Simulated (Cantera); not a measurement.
An adiabatic, constant-volume homogeneous reactor starts with H2 : O2 : N2 : NO = 1 : 0.25 : 0.94 : 0.0039 (molar parts), at 1275 K and 1.00 bar.

Model: GRI-Mech 3.0 (53 species, 325 reactions), integrated in Cantera. The mechanism lacks 2 NO + O2 → 2 NO2 and HONO, so NO2 and the effect of NO are under-described below about 1400 K.

One state of this run: T (K) = 2888; P (bar) = 2.06; x H2 = 0.239; x O2 = 0.000446; x NO = 0.00148; x OH = 0.0114; x H = 0.0379; x O = 0.00112. x: mole fraction; the columns are a selection and need not sum to one.

Question: Which value of t (s) does it belong to?
A) 3.36e-6
B) 1.00e-6
C) 1.13e-5
D) 0.0163

Answer: D, 0.0163
